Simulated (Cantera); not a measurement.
## Thermodynamics of halide evaporation, hydrolysis and transport, feed LiCl + O2 + H2

Feed: 1 mol LiCl, 5.7 mol O2, 1.1 mol H2, at 1.33 mbar.

Cantera equilibrium calculation (NASA polynomials, part measured and part estimated; ideal gas, pure solids and liquids). Candidate condensed phases: H2O, Li, LiCl, LiH, LiOH, Li2O; 25 gas species. The numbers say what is thermodynamically allowed, not how fast it happens.

From 1700 K to 2050 K nothing is condensed. The main Li-bearing gas is LiCl throughout.

```json
[
 {"T (K)": "1700", "x O2": "0.708", "x H2O": "0.146", "x LiCl": "0.134", "x O": "0.00103", "x OH": "0.00312", "x LiOH": "0.00390", "x Cl": "0.000956", "x HCl": "0.00298"},
 {"T (K)": "1750", "x O2": "0.706", "x H2O": "0.145", "x LiCl": "0.133", "x O": "0.00172", "x OH": "0.00431", "x LiOH": "0.00448", "x Cl": "0.00128", "x HCl": "0.00327"},
 {"T (K)": "1800", "x O2": "0.705", "x H2O": "0.144", "x LiCl": "0.132", "x O": "0.00280", "x OH": "0.00585", "x LiOH": "0.00511", "x Cl": "0.00168", "x HCl": "0.00356"},
 {"T (K)": "1850", "x O2": "0.702", "x H2O": "0.142", "x LiCl": "0.131", "x O": "0.00443", "x OH": "0.00780", "x LiOH": "0.00577", "x Cl": "0.00217", "x HCl": "0.00384"},
 {"T (K)": "1900", "x O2": "0.699", "x H2O": "0.139", "x LiCl": "0.130", "x O": "0.00683", "x OH": "0.0102", "x LiOH": "0.00646", "x Cl": "0.00277", "x HCl": "0.00412"},
 {"T (K)": "1950", "x O2": "0.694", "x H2O": "0.136", "x LiCl": "0.129", "x O": "0.0103", "x OH": "0.0131", "x LiOH": "0.00716", "x Cl": "0.00349", "x HCl": "0.00439"},
 {"T (K)": "2000", "x O2": "0.688", "x H2O": "0.133", "x LiCl": "0.127", "x O": "0.0152", "x OH": "0.0166", "x LiOH": "0.00781", "x Cl": "0.00435", "x HCl": "0.00466"},
 {"T (K)": "2050", "x O2": "0.679", "x H2O": "0.128", "x LiCl": "0.125", "x O": "0.0220", "x OH": "0.0207", "x LiOH": "0.00839", "x Cl": "0.00538", "x HCl": "0.00493"}
]
```
x: gas mole fraction; nothing condenses.
